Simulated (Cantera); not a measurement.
An isothermal, constant-pressure homogeneous reactor starts with 0.524 % C2H6, 99.5 % N2, at 1500 K and 93000 Pa.

Detailed kinetics in Cantera: GRI-Mech 3.0 (53 species, 325 reactions). GRI-Mech 3.0 stops at C3 and has no aromatics, soot or wall deposition, so with more carbon than oxygen in the feed, carbon stays in small species such as C2H2 where larger ones or solid carbon would form.

Predict: x(C2H6) at 3.00 s; x(H2) at 3.00 s; x(CH3) at 3.00 s; x(C2H) at 3.00 s; x(H) at 3.00 s; x(C2H2) at 3.00 s.


```
Quantity                                             Result
-----------------  ----------------------------------------
x(C2H6) at 3.00 s  1.48e-7 (gas-phase equilibrium 8.61e-11)
x(H2) at 3.00 s      0.00925 (gas-phase equilibrium 0.0103)
x(CH3) at 3.00 s    2.69e-6 (gas-phase equilibrium 5.92e-8)
x(C2H) at 3.00 s   1.64e-9 (gas-phase equilibrium 1.30e-10)
x(H) at 3.00 s      1.68e-6 (gas-phase equilibrium 1.87e-6)
x(C2H2) at 3.00 s  0.00480 (gas-phase equilibrium 0.000383)
```
